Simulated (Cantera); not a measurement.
A closed system holds: 1 mol Ta(OEt)5, 0.75 mol H2O, 26 mol H2, held at 1798 K and 1.70 mbar.

Cantera equilibrium calculation (NASA polynomials, part measured and part estimated; ideal gas, pure solids and liquids). Candidate condensed phases: C, C6H6, C7H8, C8H18, H2O, Ta, TaC, Ta2O5; 113 gas species. The feed counts by its element totals alone. TaC: taken at fixed stoichiometry. Condensed phases not in the tables: Ta2C. Kinetics and transport are ignored.

Base state: H2 0.865, CO 0.127, H 0.00794, C2H2 (acetylene) 0.000149 (mole fractions); condensed: C(graphite) + TaC(s).

**Question.** What changes in the equilibrium state with this change: pressure from 1.70 mbar to 1 atm?

**Answer.** 
```json
[
 {"species": "H2", "before": "0.865", "after": "0.871"},
 {"species": "CO", "before": "0.127", "after": "0.128"},
 {"species": "CH4", "before": "9.84e-7", "after": "0.000596"},
 {"species": "H", "before": "0.00794", "after": "0.000326"},
 {"species": "H2O", "before": "5.39e-8", "after": "3.25e-5"},
 {"species": "C2H2 (acetylene)", "before": "0.000149", "after": "0.000150"},
 {"species": "C(graphite), mol", "before": "3.24", "after": "3.21"},
 {"species": "TaC(s), mol", "before": "1.00", "after": "1.00"}
]
```
